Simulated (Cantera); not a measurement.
A perfectly stirred reactor is fed with N2O : N2 = 1 : 1.3 (molar parts), at 760 Torr; it is held at 1325 K, and followed from long to short residence time.

Computed with Cantera and GRI-Mech 3.0 (53 species, 325 reactions). GRI-Mech 3.0 was tuned for natural gas; its chemistry of N2O as a main component is partial and can be far from experiment. The mechanism lacks the step 2 NO + O2 → 2 NO2, which can matter for NO2 below about 1400 K. The temperature is held fixed by assumption; the heat of reaction is taken as removed at once.

### Question
What does this change do: N2O 1 to 3.5 parts?

### Answer
| quantity | before | after |
|---|---|---|
| x(N2O) at τ = 1.50 s | 0.0577 | 0.0877 |
| x(O2) at τ = 1.50 s | 0.140 | 0.213 |
| x(NO2) at τ = 1.50 s | 0.000261 | 0.000400 |
| x(NO) at τ = 1.50 s | 0.0291 | 0.0442 |
| x(N2) at τ = 1.50 s | 0.773 | 0.655 |
| x(N2O) at τ = 14.0 ms | 0.401 | 0.666 |
| x(O2) at τ = 14.0 ms | 0.0117 | 0.0195 |
| x(NO2) at τ = 14.0 ms | 3.29e-5 | 5.48e-5 |
| x(NO) at τ = 14.0 ms | 0.00437 | 0.00726 |
| x(N2) at τ = 14.0 ms | 0.583 | 0.307 |

### Question
What does this change do: 0.0027 parts H2O added?

### Answer
```json
[
 {"quantity": "x(N2O) at τ = 1.50 s", "before": "0.0577", "after": "0.0569"},
 {"quantity": "x(O2) at τ = 1.50 s", "before": "0.140", "after": "0.141"},
 {"quantity": "x(NO2) at τ = 1.50 s", "before": "0.000261", "after": "0.000266"},
 {"quantity": "x(NO) at τ = 1.50 s", "before": "0.0291", "after": "0.0283"},
 {"quantity": "x(N2) at τ = 1.50 s", "before": "0.773", "after": "0.773"},
 {"quantity": "x(N2O) at τ = 14.0 ms", "before": "0.401", "after": "0.400"},
 {"quantity": "x(O2) at τ = 14.0 ms", "before": "0.0117", "after": "0.0118"},
 {"quantity": "x(NO2) at τ = 14.0 ms", "before": "3.29e-5", "after": "8.57e-5"},
 {"quantity": "x(NO) at τ = 14.0 ms", "before": "0.00437", "after": "0.00420"},
 {"quantity": "x(N2) at τ = 14.0 ms", "before": "0.583", "after": "0.583"}
]
```

### Question
What does this change do: 0.017 parts H2O added?

### Answer
| quantity | before | after |
|---|---|---|
| x(N2O) at τ = 1.50 s | 0.0577 | 0.0549 |
| x(O2) at τ = 1.50 s | 0.140 | 0.141 |
| x(NO2) at τ = 1.50 s | 0.000261 | 0.000273 |
| x(NO) at τ = 1.50 s | 0.0291 | 0.0269 |
| x(N2) at τ = 1.50 s | 0.773 | 0.771 |
| x(N2O) at τ = 14.0 ms | 0.401 | 0.397 |
| x(O2) at τ = 14.0 ms | 0.0117 | 0.0122 |
| x(NO2) at τ = 14.0 ms | 3.29e-5 | 0.000155 |
| x(NO) at τ = 14.0 ms | 0.00437 | 0.00402 |
| x(N2) at τ = 14.0 ms | 0.583 | 0.580 |
